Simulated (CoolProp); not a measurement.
A Linde-Hampson liquefier for CF4 (R14): isothermal reversible compression at 290 K from 1 atm to 5 MPa, throttling to 1 atm, return gas leaving the recuperator 2 K below the feed. Each further row changes one setting.

Computed with CoolProp (reference Helmholtz-energy equation of state, Platzer 1990). This equation is an older, rougher fit; its heat capacities, sound speeds and derivatives of the liquid may be far off and weren't checked against measurements.

```csv
case,liquid yield per pass,compression work (kJ/kg of gas)
as stated,0.095,101
high pressure 10 MPa,0.208,115
warm-end temperature 320 K,0.066,114
warm-end gap 7 K,0.080,101
```
